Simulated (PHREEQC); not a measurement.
Make-up at 52 °C: 2.5 mmol/kgw KOH, 0.04 mmol/kgw NaAlO2 and 23 mmol/kgw K2CO3. Closed to the air; pH follows from the charge balance.

All values are PHREEQC results (ion-association model, phreeqc.dat), not measurements.

```json
[
 {"quantity": "pH", "before": "10.80", "after": "10.58"},
 {"quantity": "ionic strength (mol/kgw)", "before": "0.0690", "after": "0.00254"},
 {"quantity": "Na+ (mol/kgw)", "before": "2.57e-5", "after": "4.00e-5"},
 {"quantity": "Al(OH)3 (mol/kgw)", "before": "1.51e-10", "after": "3.01e-10"},
 {"quantity": "SI of Gibbsite (Al(OH)3)", "before": "-1.91", "after": "-1.61"}
]
```

Question: Which change was made?
A) K2CO3 left out
B) KOH left out
C) K2CO3 from 0.023 to 0.0253 mol/kgw
D) diluted 100-fold with water
E) diluted 2-fold with water

Answer: A, K2CO3 left out

No solid was allowed to form. Constants without temperature data keep their 25 °C values here.
